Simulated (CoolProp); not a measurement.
Vapour-liquid equilibrium of acetone (1) + n-hexane (2) at 82.75 °C; x and y are mole fractions of (1).

Values from CoolProp's multi-fluid Helmholtz-energy mixture model, Lemmon 2006 and Thol 2019; pair parameters Bell 2016.

```tsv
x	bubble pressure (kPa)	y at the bubble point	dew pressure at overall composition x (kPa)	liquid density (mol/L)
0.05	185.0	0.194	161.3	7.090
0.15	225.7	0.382	177.2	7.387
0.25	248.8	0.475	196.0	7.721
0.35	262.2	0.532	217.9	8.101
0.45	270.0	0.575	242.5	8.534
0.55	274.3	0.612	265.7	9.029
0.65	275.9	0.652	275.9	9.596
0.75	274.0	0.702	269.5	10.25
0.85	266.6	0.775	256.1	10.99
0.95	248.7	0.899	240.9	11.86
```

y crosses x between x = 0.65 and 0.75: the model has an azeotrope there.

The pair parameters rest on a limited set of measurements; away from them the model extrapolates.
